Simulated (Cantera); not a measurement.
A Cantera script and what it prints.

```python
import numpy as np
import cantera as ct

gas_names = """
    O2 F2
""".split()
cond_names = """
    Ca(L) CaF2(a) CaO(s)
""".split()


def load(file, names, dense=False):
    # The tables refer to 1 bar. Condensed volumes are neglected.
    table = {s.name: s for s in ct.Species.list_from_file(file)}
    out = []
    for n in names:
        d = dict(table[n].input_data)
        d["thermo"] = dict(d["thermo"], **{"reference-pressure": 1e5})
        if dense:
            d["equation-of-state"] = {"model": "constant-volume", "density": "1e6 g/cm^3"}
        out.append(ct.Species.from_dict(d))
    return out


species = {s.name: s for s in load("nasa_gas.yaml", gas_names) + load("nasa_condensed.yaml", cond_names)}
T = 1275
g = {n: (s.thermo.h(T) - T * s.thermo.s(T)) / (ct.gas_constant * T * np.log(10)) for n, s in species.items()}
valid = cond_names  # the entries whose range holds T


def stable(la, lb):
    # potentials (over RT ln 10) of the two non-metals from log10 p(O2) and log10 p(F2) in bar
    mu = {}
    mu["O"] = (g["O2"] + la) / 2
    mu["F"] = (g["F2"] + lb) / 2
    cost = {}
    for n in valid:
        c = species[n].composition
        cost[n] = (g[n] - sum(c.get(e, 0) * m for e, m in mu.items())) / c["Ca"]
    return min(cost, key=cost.get)


results = []
for lb in [1, -1.3, -3.6, -5.9, -8.2, -10.5, -12.8, -15.1, -17.4, -19.7, -22]:
    row = [stable(la, lb) for la in [-31, -29.6, -28.2, -26.8, -25.4, -24, -22.5, -21.1, -19.7, -18.3, -16.9, -15.5, -14.1, -12.7, -11.3, -9.9, -8.5, -7, -5.6, -4.2, -2.8, -1.4, 0]]
    results.append(row)
    print(f"{lb:6.1f}  " + " ".join(f"{valid.index(n):x}" for n in row))
print("key: " + ", ".join(f"{i:x} {n}" for i, n in enumerate(valid)))
```

It prints:

```
   1.0  1 1 1 1 1 1 1 1 1 1 1 1 1 1 1 1 1 1 1 1 1 1 1
  -1.3  1 1 1 1 1 1 1 1 1 1 1 1 1 1 1 1 1 1 1 1 1 1 1
  -3.6  1 1 1 1 1 1 1 1 1 1 1 1 1 1 1 1 1 1 1 1 1 1 1
  -5.9  1 1 1 1 1 1 1 1 1 1 1 1 1 1 1 1 1 1 1 1 1 1 1
  -8.2  1 1 1 1 1 1 1 1 1 1 1 1 1 1 1 1 1 1 1 1 1 1 1
 -10.5  1 1 1 1 1 1 1 1 1 1 1 1 1 1 1 1 1 1 1 1 1 1 1
 -12.8  1 1 1 1 1 1 1 1 1 1 1 1 1 1 1 1 1 1 1 1 1 1 1
 -15.1  1 1 1 1 1 1 1 1 1 1 1 1 1 1 1 1 1 1 1 1 1 1 1
 -17.4  1 1 1 1 1 1 1 1 1 1 1 1 1 1 1 1 1 1 1 1 1 1 1
 -19.7  1 1 1 1 1 1 1 1 1 1 1 1 1 1 1 1 1 1 1 1 1 1 1
 -22.0  1 1 1 1 1 1 1 1 1 1 1 1 1 1 1 1 1 1 1 1 1 2 2
key: 0 Ca(L), 1 CaF2(a), 2 CaO(s)
```

Cantera with NASA thermochemical tables; ideal gases at 1 bar, condensed phases pure. Not in the tables: oxide halides.
